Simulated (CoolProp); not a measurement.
Computed with CoolProp (reference Helmholtz-energy equation of state, Thol 2015).

Q: Give the vapour pressure (bar), liquid density (kg/m³), vapour density (kg/m³), enthalpy of vaporisation (kJ/kg) of saturated 1,2-dichloroethane at 393.8 K.

A: 
| T (K) | p (bar) | liquid density (kg/m³) | vapour density (kg/m³) | enthalpy of vaporisation (kJ/kg) |
|---|---|---|---|---|
| 393.8 | 2.86 | 1090 | 9.24 | 302 |
